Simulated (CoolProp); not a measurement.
Vapour-liquid equilibrium of R134a (1) + R1234ze(E) (2) at -35.75 °C; x and y are mole fractions of (1).

Model: multi-fluid Helmholtz-energy mixture model, Tillner-Roth 1994 and Thol 2016; pair parameters Bell 2022, in CoolProp.

| x | bubble pressure (MPa) | y at the bubble point | dew pressure at overall composition x (MPa) | liquid density (mol/L) |
|---|---|---|---|---|
| 0.05 | 0.04764 | 0.083 | 0.04694 | 11.82 |
| 0.15 | 0.05065 | 0.222 | 0.04908 | 12.00 |
| 0.25 | 0.05316 | 0.338 | 0.05125 | 12.19 |
| 0.35 | 0.05529 | 0.439 | 0.05342 | 12.38 |
| 0.45 | 0.05711 | 0.531 | 0.05551 | 12.58 |
| 0.55 | 0.05870 | 0.618 | 0.05748 | 12.78 |
| 0.65 | 0.06009 | 0.702 | 0.05925 | 12.99 |
| 0.75 | 0.06131 | 0.786 | 0.06081 | 13.20 |
| 0.85 | 0.06237 | 0.870 | 0.06213 | 13.42 |
| 0.95 | 0.06329 | 0.956 | 0.06323 | 13.66 |

No azeotrope shows between x = 0.05 and 0.95.

The pair parameters rest on a limited set of measurements; away from them the model extrapolates.
